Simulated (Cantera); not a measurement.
A closed system holds: 1 mol FeCl2, 0.31 mol HCl, 110 mol N2, held at 1450 °C and 133 Pa.

These are equilibrium values from Cantera (NASA tables, ideal gas, pure condensed phases), not measurements of a reactor. Candidate condensed phases: Fe, FeCl2, FeCl3, NH4Cl; 18 gas species. The numbers say what is thermodynamically allowed, not how fast it happens.

Base state: N2 0.987, FeCl2 0.00843, HCl 0.00261, Cl 0.00124, Fe 0.000534, H2 6.60e-5, H 4.06e-5 (mole fractions); condensed: gas only.

What changes in the equilibrium state with this change: temperature from 1450 °C to 1627 °C?


```json
[
 {"species": "N2", "before": "0.987", "after": "0.982"},
 {"species": "Cl", "before": "0.00124", "after": "0.00613"},
 {"species": "FeCl2", "before": "0.00843", "after": "0.00597"},
 {"species": "Fe", "before": "0.000534", "after": "0.00294"},
 {"species": "FeCl", "before": "4.53e-6", "after": "1.82e-5"},
 {"species": "H", "before": "4.06e-5", "after": "0.000147"},
 {"species": "H2", "before": "6.60e-5", "after": "4.58e-5"}
]
```

What changes in the equilibrium state with this change: pressure from 133 Pa to 1100 Pa?


```tsv
species	before	after
N2	0.987	0.988
FeCl2	0.00843	0.00889
HCl	0.00261	0.00259
Cl	0.00124	0.000375
Fe	0.000534	9.12e-5
H	4.06e-5	1.63e-5
H2	6.60e-5	8.72e-5
```
